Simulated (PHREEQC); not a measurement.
PHREEQC input (Pitzer model, pitzer.dat):

```
SOLUTION 1
  temp 90
  units mol/kgw
  pH 7 charge
  S(6) 0.1554
  Mg 0.017
  K 0.26
  Cl 0.21
  Na 0.2268
END
USE solution 1
INCREMENTAL_REACTIONS false
REACTION 1
  H2O -1
  0 9.886 18.011 24.689 30.178 34.689 38.397 41.444
  43.949 46.007 47.699 49.089 50.232 51.172 51.944 52.578
  53.1 53.528 53.88 54.17 54.408 54.603 54.764 54.896 moles
EQUILIBRIUM_PHASES 1
  Arcanite 0 0
  Bischofite 0 0
  Bloedite 0 0
  Brucite 0 0
  Carnallite 0 0
  Epsomite 0 0
  Glaserite 0 0
  Halite 0 0
  Hexahydrite 0 0
  Kainite 0 0
  Kieserite 0 0
  Leonite 0 0
  Mirabilite 0 0
  Misenite 0 0
  Schoenite 0 0
  Sylvite 0 0
  Thenardite 0 0
  MgCl2_4H2O 0 0
SELECTED_OUTPUT 1
  -reset false
  -pH true
  -pe true
  -ionic_strength true
  -water true
  -activities H2O
  -totals Cl K Mg Na S
  -molalities H+ Na+ K+ Mg+2 Cl- SO4-2 OH- HSO4- MgOH+
  -equilibrium_phases Arcanite Bischofite Bloedite Brucite Carnallite Epsomite Glaserite Halite Hexahydrite Kainite
    Kieserite Leonite Mirabilite Misenite Schoenite Sylvite Thenardite MgCl2_4H2O
PRINT
  -reset false
END
```

Selected output (columns that matter, 24 of 24 rows; water left (kg) added in front):

```
water left (kg)	pH	mu	Cl	K	Mg	Na	S	m_H+	m_Na+	la_H2O	Glaserite	Halite	Sylvite	Thenardite
1	6.6385	0.69319	0.21	0.26	0.017	0.2268	0.1554	4.3585e-07	0.2268	-0.0054104	0	0	0	0
0.821894	6.6425	0.84341	0.25551	0.31634	0.020684	0.27595	0.18908	4.4429e-07	0.27595	-0.0065396	0	0	0	0
0.675514	6.6446	1.0262	0.31087	0.38489	0.025166	0.33574	0.23005	4.5311e-07	0.33574	-0.0079098	0	0	0	0
0.555203	6.6444	1.2485	0.37824	0.4683	0.030619	0.4085	0.2799	4.6161e-07	0.4085	-0.0095762	0	0	0	0
0.456313	6.6415	1.5191	0.46021	0.56978	0.037255	0.49703	0.34056	4.6872e-07	0.49703	-0.011609	0	0	0	0
0.375043	6.6356	1.8483	0.55994	0.69325	0.045328	0.60473	0.41435	4.7281e-07	0.60473	-0.014098	0	0	0	0
0.30824	6.6262	2.2489	0.68129	0.8435	0.055152	0.73579	0.50415	4.7158e-07	0.73579	-0.017162	0	0	0	0
0.253345	6.6127	2.7362	0.82891	1.0263	0.067102	0.89522	0.61339	4.6183e-07	0.89522	-0.020952	0	0	0	0
0.208215	6.5947	3.3292	1.0086	1.2487	0.081646	1.0893	0.74634	4.3957e-07	1.0893	-0.02567	0	0	0	0
0.171138	6.5717	4.0505	1.2271	1.5192	0.099335	1.3252	0.90804	4.0054e-07	1.3252	-0.031569	0	0	0	0
0.140655	6.5434	4.9283	1.493	1.8485	0.12086	1.6125	1.1048	3.4164e-07	1.6125	-0.038967	0	0	0	0
0.115613	6.5103	5.9958	1.8164	2.2489	0.14704	1.9617	1.3441	2.6391e-07	1.9617	-0.048221	0	0	0	0
0.0950203	6.4631	7.1617	2.2101	2.6695	0.17891	2.3646	1.5909	1.8906e-07	2.3646	-0.059003	0.0021146	0	0	0
0.0780853	6.3303	7.5252	2.6894	2.6536	0.21771	2.6791	1.5394	2.1182e-07	2.6791	-0.066877	0.017598	0	0	0
0.0641769	6.1774	8.0042	3.2722	2.6527	0.26489	3.0678	1.4891	2.3628e-07	3.0678	-0.077109	0.029919	0	0	0
0.0527548	6.0013	8.6314	3.9807	2.6742	0.32225	3.5477	1.4429	2.6088e-07	3.5477	-0.090422	0.039641	0	0	0
0.0433505	5.7985	9.4551	4.8442	2.7299	0.39215	4.1425	1.4063	2.8209e-07	4.1425	-0.10779	0.047219	0	0	0
0.0356396	5.5673	10.543	5.8923	2.842	0.477	4.8793	1.3915	2.9147e-07	4.8793	-0.13028	0.052905	0	0	0
0.029298	5.3073	11.964	7.1677	3.0727	0.58025	5.7453	1.4054	2.7743e-07	5.7453	-0.1587	0.056659	0	0	0.00090734
0.0240733	5.1979	12.465	7.4887	3.2525	0.70618	5.6706	1.4234	2.8818e-07	5.6706	-0.1656	0.060567	0.029723	0	0
0.0197855	5.1049	12.765	7.6742	3.4754	0.85921	5.3015	1.4106	3.1472e-07	5.3015	-0.16871	0.063746	0.058162	0	0
0.0162724	5.0031	13.203	7.9177	3.7736	1.0447	4.882	1.4137	3.3003e-07	4.882	-0.173	0.066198	0.08116	0	0
0.0133718	4.892	13.867	8.2457	4.187	1.2713	4.4165	1.4502	3.175e-07	4.4165	-0.179	0.068004	0.099739	0	0
0.0109937	4.7792	14.935	8.6841	4.7797	1.5463	3.9487	1.5684	2.4618e-07	3.9487	-0.18698	0.069079	0.11431	0.00021798	0
```

At this temperature some constants are extrapolated from 25 °C, and those without enthalpy data are left unchanged.
